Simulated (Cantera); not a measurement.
Ignition delay

Mixture: 4.30 % C2H4, 16.6 % O2, 62.4 % N2, 16.8 % CO2, equivalence ratio 0.78, at 500000 Pa, adiabatic and at constant pressure. Ignition delay is the time to a rise of 400 K.

Cantera simulation using GRI-Mech 3.0 (53 species, 325 reactions); the numbers are that mechanism's predictions, not measurements. GRI-Mech 3.0 was tuned for natural gas; its chemistry of ethylene as a main component is partial and can be far from experiment.

| T0 (K) | delay (ms) |
|---|---|
| 1473 | 0.0129 |
| 1548 | 0.00858 |
| 1623 | 0.00622 |
| 1698 | 0.00476 |
| 1773 | 0.00377 |

```
Property                                                Value
--------------------------------------------------  ---------
apparent activation energy between 1623 and 1773 K  80 kJ/mol
```
